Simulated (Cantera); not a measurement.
Charge: 1 mol Ti, 0.17 mol H₂O, 1.5 mol CO, equilibrated at 1625 K and 1.00 bar.

These are equilibrium values from Cantera (NASA tables, ideal gas, pure condensed phases), not measurements of a reactor. Candidate condensed phases: C, C₆H₆, C₇H₈, C₈H₁₈, H₂O, Ti, TiC, TiO, TiO₂, Ti₂O₃, Ti₃O₅, Ti₄O₇; 113 gas species. Mutual solubility and eutectic melting of coexisting phases are not modelled. TiC: taken at fixed stoichiometry. Kinetics and transport are ignored.

Base state: CO 0.846, H₂ 0.153, CO₂ 0.000218, H₂O 0.000123, H 2.76e-5, CH₄ 2.73e-5 (mole fractions); condensed: TiC(s) + Ti₃O₅(s).

Question: What changes in the equilibrium state with this change: pressure from 1.00 bar to 3.00 bar?

Answer: 
| species | before | after |
|---|---|---|
| H₂ | 0.153 | 0.587 |
| CO | 0.846 | 0.411 |
| CH₄ | 2.73e-5 | 0.00152 |
| C₂H₂ (acetylene) | 3.40e-6 | 2.09e-5 |
| H₂O | 0.000123 | 0.000541 |
| TiC(s), mol | 0.561 | 0.0691 |
| Ti₃O₅(s), mol | 0.146 | 0.310 |
| C(graphite), mol | 0 | 1.31 |

Question: What changes in the equilibrium state with this change: temperature from 1625 K to 1723.15 K?

Answer: 
```
species          before     after
-------------  --------  --------
CO                0.846     0.850
H₂                0.153     0.149
CO₂            0.000218  0.000211
H               2.76e-5   7.05e-5
CH₄             2.73e-5   9.27e-6
H₂O            0.000123  0.000130
TiC(s), mol       0.561     0.532
Ti₃O₅(s), mol     0.146         0
Ti₂O₃(s), mol         0     0.234
```

Question: What changes in the equilibrium state with this change: H₂O from 0.17 to 20 mol?

Answer: 
```tsv
species	before	after
H₂O	0.000123	0.792
H₂	0.153	0.138
CO₂	0.000218	0.0452
CO	0.846	0.0245
CH₄	2.73e-5	<1e-9
H	2.76e-5	2.62e-5
TiC(s), mol	0.561	0
Ti₃O₅(s), mol	0.146	0
TiO₂(rutile), mol	0	1.00
```
Gases not in the tables: TiO(OH)₂.
